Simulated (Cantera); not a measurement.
An adiabatic, constant-pressure homogeneous reactor starts with 16.6 % CH₄, 17.4 % O₂, 65.7 % N₂, 0.282 % H₂O, at 1625 K and 10.0 bar.

Detailed kinetics in Cantera: GRI-Mech 3.0 (53 species, 325 reactions).

**Question.** Predict: time of steepest temperature rise; temperature at 8.00 s; equilibrium temperature; x(O₂) at 8.00 s; x(CO₂) at 8.00 s; x(NO) at 8.00 s.

**Answer.** 
```json
{
 "time_of_steepest_temperature_rise": "81.1 µs",
 "temperature at 8.00 s": "2698 K",
 "equilibrium_temperature": "2698 K",
 "x(O₂) at 8.00 s": "1.98e-5 (gas-phase equilibrium 1.98e-5)",
 "x(CO₂) at 8.00 s": "0.0180 (gas-phase equilibrium 0.0180)",
 "x(NO) at 8.00 s": "0.000262 (gas-phase equilibrium 0.000262)"
}
```
